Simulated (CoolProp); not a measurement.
Vapour-liquid equilibrium of ethylbenzene (1) + n-nonane (2) at 84.85 °C; x and y are mole fractions of (1).

The numbers come from the multi-fluid Helmholtz-energy mixture model, Zhou 2012 and Lemmon 2006; pair parameters Bell 2016 in CoolProp.

**Question.** Give the bubble pressure and the first vapour's composition at x = 0.65, 0.725, 0.875. Is there an azeotrope?

**Answer.** x = 0.65: 0.01833 MPa, y = 0.747; x = 0.725: 0.01880 MPa, y = 0.799; x = 0.875: 0.01961 MPa, y = 0.904. No azeotrope shows between x = 0.05 and 0.95.

The pair parameters rest on a limited set of measurements; away from them the model extrapolates.
